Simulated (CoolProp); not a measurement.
Model: reference Helmholtz-energy equation of state, Schroeder 2014, in CoolProp.

**Question.** For ethanol, give the phase and the isothermal compressibility (1/MPa), expansivity (1/kK), viscosity (µPa s), Prandtl number at 513.6 K and 4.87 MPa; 614.1 K and 2.88 MPa; 524.4 K and 2.71 MPa.

**Answer.** 
- 513.6 K and 4.87 MPa: gas; isothermal compressibility 0.377, expansivity 10.3, viscosity 17.0, Prandtl number 1.30
- 614.1 K and 2.88 MPa: gas; isothermal compressibility 0.371, expansivity 2.17, viscosity 18.5, Prandtl number 0.833
- 524.4 K and 2.71 MPa: gas; isothermal compressibility 0.434, expansivity 3.57, viscosity 16.0, Prandtl number 0.916

Viscosity comes from a separate model (Kiselev 2005). Thermal conductivity comes from a separate model (Assael 2013).
